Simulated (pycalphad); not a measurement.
Computed with pycalphad from the COST 507 light-alloy database (1999), at 1 atm. The data set is of 1999 and partly superseded. Phase fractions are per mole of atoms.

Give the equilibrium state of Al-7.79Si-9.21C (at.%) at 1325 K.


```
T = 1325.00 K, P = 101325 Pa, N = 1 mol of atoms
G = -69465 J/mol, H = 32039 J/mol, S = 76.61 J/(mol K)  (SER reference)
chemical potentials (J/mol): Al -69127, Si -74869, C -67939
phase             fraction      x(Al)      x(Si)       x(C)
LIQUID              0.7895     0.9180     0.0820   7.26e-06
AL8SIC7             0.2105     0.5000     0.0625     0.4375
```

Give the equilibrium state of Al-7.79Si-9.21C (at.%) at 500 K.

fcc, fraction 0.725, with 0.01 Si, <0.01 C at.%; AL8SIC7, fraction 0.211, with 6.2 Si, 43.8 C at.%; diamond (Si), fraction 0.065, with >99.99 Si, <0.01 C at.%.

Database names, with the compositions (at.%) that they take in these runs: AL8SIC7: Al 50 C 44 Si 6.
